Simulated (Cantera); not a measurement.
A closed system holds: 1 mol borazine, 3 mol NH₃, 0.94 mol H₂, held at 775 K and 96.0 mbar.

Method: chemical equilibrium by Gibbs-energy minimisation in Cantera with the NASA 1993 tables (ideal gas, pure condensed phases). Candidate condensed phases: B, BN; 15 gas species. The feed counts by its element totals alone. The numbers say what is thermodynamically allowed, not how fast it happens.

Base state: H₂ 0.849, N₂ 0.151, NH₃ 0.000113 (mole fractions); condensed: BN(s).

### Question
What changes in the equilibrium state with this change: temperature from 775 K to 1950 K?

### Answer
```json
[
 {"species": "H₂", "before": "0.849", "after": "0.846"},
 {"species": "N₂", "before": "0.151", "after": "0.151"},
 {"species": "H", "before": "<1e-9", "after": "0.00340"},
 {"species": "BH₂", "before": "<1e-9", "after": "1.81e-5"},
 {"species": "NH₃", "before": "0.000113", "after": "6.35e-7"},
 {"species": "BN(s), mol", "before": "3.00", "after": "3.00"}
]
```
The tables' values for BH₂ are old estimates; treat these amounts as uncertain.
